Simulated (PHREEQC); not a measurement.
## Copper plating or etch bath: an equilibrium model

Make-up at 25 °C: 0.0027 mol Cu(BF4)2 and 0.00017 mol HBF4 per kg of water. It is in equilibrium with CO2 at log p = -3.4 (atm). Otherwise closed; pH follows from the charge balance.

Model: ion-association model, phreeqc.dat, run in PHREEQC.

- pH = 2.95
- ionic strength = 0.00918 mol/kgw
- total alkalinity = -16.9 meq/kg

```json
[
 {"species": "BF4-", "molality": "0.00381", "activity": "0.00345", "log γ": "-0.043"},
 {"species": "HF", "molality": "0.00309", "activity": "0.00310", "log γ": "0.001"},
 {"species": "Cu+2", "molality": "0.00263", "activity": "0.00180", "log γ": "-0.164"},
 {"species": "F-", "molality": "0.00205", "activity": "0.00186", "log γ": "-0.044"},
 {"species": "H+", "molality": "0.00121", "activity": "0.00111", "log γ": "-0.038"},
 {"species": "H3BO3", "molality": "0.00110", "activity": "0.00111", "log γ": "0.001"},
 {"species": "BF3OH-", "molality": "0.000453", "activity": "0.000410", "log γ": "-0.043"},
 {"species": "BF2(OH)2-", "molality": "0.000200", "activity": "0.000181", "log γ": "-0.043"},
 {"species": "CuF+", "molality": "6.73e-5", "activity": "6.09e-5", "log γ": "-0.043"},
 {"species": "HF2-", "molality": "2.44e-5", "activity": "2.21e-5", "log γ": "-0.043"},
 {"species": "CO2", "molality": "1.35e-5", "activity": "1.36e-5", "log γ": "0.001"},
 {"species": "BF(OH)3-", "molality": "9.02e-7", "activity": "8.17e-7", "log γ": "-0.043"},
 {"species": "CuOH+", "molality": "1.79e-8", "activity": "1.62e-8", "log γ": "-0.043"}
]
```

Precipitation was switched off in this run. Real BF4- forms and hydrolyses slowly; the run takes it at equilibrium.
